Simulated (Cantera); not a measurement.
Cantera run:

```python
import numpy as np
import cantera as ct

gas_names = """
    Hg N NO NO2 NO3 N2 N2O O O2 O3
""".split()
cond_names = """
    Hg(cr) Hg(L) HgO(s)
""".split()


# ... load() reads the species with a 1 bar reference pressure and builds the phases ...
atoms = {
    'HgO': {'Hg': 1, 'O': 1},
    'O2': {'O': 2},
    'N2': {'N': 2},
}
top_T = {}  # K; cautious upper limits of use, not melting points


# ... equilibrate(T, P, feed) seeds the gas with the atoms and calls Mixture.equilibrate('TP', solver="vcs", rtol=1e-11, max_steps=5000) ...
results = []
feed = {'HgO': 1, 'O2': 0.47, 'N2': 0.43}  # mol
T = 800  # K
P = 8200  # Pa
mix = equilibrate(T, P, feed)
results.append((T, P, feed, dict(zip(mix.species_names, mix.species_moles))))
print(gas.report(threshold=0.0001))
for i in range(1, mix.n_phases):
    print(f"{mix.phase(i).name:16s} {mix.phase_moles(i):12.5e} mol")
```

It prints:

```
       temperature   800 K
          pressure   8200 Pa
           density   0.12517 kg/m^3
  mean mol. weight   101.53 kg/kmol
   phase of matter   gas

                          1 kg             1 kmol
                     ---------------   ---------------
          enthalpy         3.843e+05        3.9018e+07  J
   internal energy        3.1878e+05        3.2367e+07  J
           entropy            2421.3        2.4584e+05  J/K
    Gibbs function       -1.5528e+06       -1.5765e+08  J
 heat capacity c_p            275.11             27932  J/K
 heat capacity c_v            193.22             19618  J/K

                      mass frac. Y      mole frac. X     chem. pot. / RT
                     ---------------   ---------------   ---------------
                Hg           0.82319           0.41667           -16.092
                N2          0.049434           0.17917           -28.541
                O2           0.12737           0.40417           -29.401
     [   +7 minor]        4.6554e-07        1.4884e-06

Hg(L)             0.00000e+00 mol
HgO(s)            0.00000e+00 mol
```

Method: chemical equilibrium by Gibbs-energy minimisation in Cantera with the NASA 1993 tables (ideal gas, pure condensed phases).
